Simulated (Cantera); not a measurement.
Feed: 1 mol PH₃, 1.1 mol H₂O, 0.13 mol O₂, at 2050 °C.

These are equilibrium values from Cantera (NASA tables, ideal gas, pure condensed phases), not measurements of a reactor. Candidate condensed phases: H₂O, P, P₄O₁₀; 17 gas species. Gases not in the tables: HPO₂, HPO₃ and P₄O₆. Rates play no part.

Problem. At 0.770 bar, list the 5 most abundant gas species with their mole fractions, and the condensed phases.

Solution. H₂ 0.583, H₂O 0.170, PO 0.138, P₂ 0.0540, PO₂ 0.0440. Condensed: gas only.
